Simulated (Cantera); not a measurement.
An isothermal, constant-pressure homogeneous reactor starts with CH₄ : CO₂ : H₂ = 1 : 0.45 : 0.23 (molar parts), at 1400 K and 0.300 bar. Integrator tolerance rtol = 1e-08.

Detailed kinetics in Cantera: GRI-Mech 3.0 (53 species, 325 reactions). GRI-Mech 3.0 stops at C3 and has no aromatics, soot or wall deposition, so with more carbon than oxygen in the feed, carbon stays in small species such as C2H2 where larger ones or solid carbon would form.

What does this change do: temperature 1400 to 2200 K?


| quantity | before | after |
|---|---|---|
| x(CH₄) at 200 s | 0.0865 (gas-phase equilibrium 0.0752) | 0.000222 (gas-phase equilibrium 0.000223) |
| x(CO₂) at 200 s | 0.0149 (gas-phase equilibrium 2.59e-7) | 3.53e-8 (gas-phase equilibrium 3.54e-8) |
| x(H₂) at 200 s | 0.490 (gas-phase equilibrium 0.556) | 0.618 (gas-phase equilibrium 0.618) |
| x(H₂O) at 200 s | 0.0644 (gas-phase equilibrium 1.01e-6) | 4.02e-7 (gas-phase equilibrium 4.03e-7) |
| x(H) at 200 s | 6.18e-6 (gas-phase equilibrium 6.67e-6) | 0.00814 (gas-phase equilibrium 0.00814) |
| x(CH₂O) at 200 s | 3.33e-8 (gas-phase equilibrium 2.35e-8) | 2.14e-8 (gas-phase equilibrium 2.14e-8) |

What does this change do: CH4 1 to 9.4 parts?


```
quantity                                           before                                     after
----------------  ---------------------------------------  ----------------------------------------
x(CH₄) at 200 s     0.0865 (gas-phase equilibrium 0.0752)       0.154 (gas-phase equilibrium 0.154)
x(CO₂) at 200 s    0.0149 (gas-phase equilibrium 2.59e-7)  0.000264 (gas-phase equilibrium 4.40e-9)
x(H₂) at 200 s        0.490 (gas-phase equilibrium 0.556)       0.599 (gas-phase equilibrium 0.605)
x(H₂O) at 200 s    0.0644 (gas-phase equilibrium 1.01e-6)   0.00741 (gas-phase equilibrium 1.09e-7)
x(H) at 200 s     6.18e-6 (gas-phase equilibrium 6.67e-6)   6.91e-6 (gas-phase equilibrium 6.96e-6)
x(CH₂O) at 200 s  3.33e-8 (gas-phase equilibrium 2.35e-8)   5.36e-9 (gas-phase equilibrium 4.37e-9)
```
